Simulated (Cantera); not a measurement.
**Roasting and sulfation: FeS + O2 + SO3**

Input: 1 mol FeS, a varied amount of O2, 2.7 mol SO3, held at 1025 K and 100000 Pa.

Equilibrium computed with Cantera from the NASA thermochemical tables; the gas is ideal and each condensed phase is pure. Candidate condensed phases: Fe, FeO, FeS, FeSO4, FeS2, Fe2O3, Fe2(SO4)3, Fe3O4, S; 12 gas species. Mutual solubility and eutectic melting of coexisting phases are not modelled. Gases not in the tables: S3 to S7. Rates play no part.

From 0.2 mol O2 to 0.25 mol O2 the condensed part is Fe3O4(s). At 0.33 mol O2 the condensed part is Fe2O3(s) + Fe3O4(s). From 0.43 mol O2 to 1.6 mol O2 the condensed part is Fe2O3(s).

```tsv
n(O2) (mol)	log p SO2	log p SO3	log p O2	log p S2	log p S2O	n Fe3O4(s)	n Fe2O3(s)
0.2	-0.01	-6.72	<-12	-1.85	-2.63	0.333	0
0.25	0.00	-6.65	<-12	-2.10	-2.82	0.333	0
0.33	0.00	-4.81	-9.88	-9.47	-8.34	0.280	0.0798
0.43	-0.01	-1.80	-3.85	<-12	<-12	0	0.500
0.56	-0.04	-1.11	-2.40	<-12	<-12	0	0.500
0.72	-0.07	-0.85	-1.82	<-12	<-12	0	0.500
0.94	-0.12	-0.69	-1.41	<-12	<-12	0	0.500
1.2	-0.17	-0.60	-1.13	<-12	<-12	0	0.500
1.6	-0.24	-0.54	-0.87	<-12	<-12	0	0.500
```
log p: log10 of the partial pressure in bar; n: condensed amount in mol.
